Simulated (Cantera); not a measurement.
## Silicon epitaxy and polysilicon growth: SiCl₄ + Cl₂ + N₂

Feed: 1 mol SiCl₄, 0.35 mol Cl₂, 30 mol N₂, equilibrated at 210 Pa.

Method: chemical equilibrium by Gibbs-energy minimisation in Cantera with the NASA 1993 tables (ideal gas, pure condensed phases). Candidate condensed phases: Si, Si₃N₄; 13 gas species. The tables' values for SiCl₃ are old estimates; treat these amounts as uncertain. Kinetics and transport are ignored.

From 923 K to 1623 K nothing is condensed. The main Si-bearing gas is SiCl₄ throughout.

| T (K) | x N₂ | x Cl | x SiCl₄ | x Cl₂ | x SiCl₃ | x SiCl₂ | x SiCl |
|---|---|---|---|---|---|---|---|
| 923 | 0.957 | 0.000256 | 0.0319 | 0.0110 | 2.96e-10 | <1e-12 | <1e-12 |
| 1023 | 0.956 | 0.00122 | 0.0319 | 0.0105 | 9.35e-9 | <1e-12 | <1e-12 |
| 1123 | 0.955 | 0.00416 | 0.0318 | 0.00906 | 1.68e-7 | 1.10e-11 | <1e-12 |
| 1223 | 0.952 | 0.0101 | 0.0317 | 0.00604 | 2.14e-6 | 1.15e-9 | <1e-12 |
| 1323 | 0.949 | 0.0169 | 0.0316 | 0.00261 | 2.37e-5 | 9.71e-8 | <1e-12 |
| 1423 | 0.947 | 0.0208 | 0.0313 | 0.000790 | 0.000235 | 6.98e-6 | <1e-12 |
| 1523 | 0.944 | 0.0238 | 0.0295 | 0.000257 | 0.00170 | 0.000293 | 3.61e-10 |
| 1623 | 0.934 | 0.0345 | 0.0217 | 0.000159 | 0.00581 | 0.00363 | 3.37e-8 |
x: gas mole fraction; nothing condenses.
